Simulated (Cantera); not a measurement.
Equilibrium for silicon epitaxy and polysilicon growth: Si2H6 + N2

Feed: 1 mol Si2H6, 59 mol N2, at 1600 K and 7.50 Torr.

Equilibrium computed with Cantera from the NASA thermochemical tables; the gas is ideal and each condensed phase is pure. Candidate condensed phases: Si, Si3N4; 18 gas species. The feed counts by its element totals alone. The numbers say what is thermodynamically allowed, not how fast it happens.

| Quantity | Value |
|---|---|
| x(N2) | 0.950 |
| x(H2) | 0.0494 |
| x(H) | 0.000121 |
| n(Si3N4(s)) | 0.667 mol |
| gas amount | 60.67 mol |
| log10 activity of Si(s) (absent) | -1.00 |
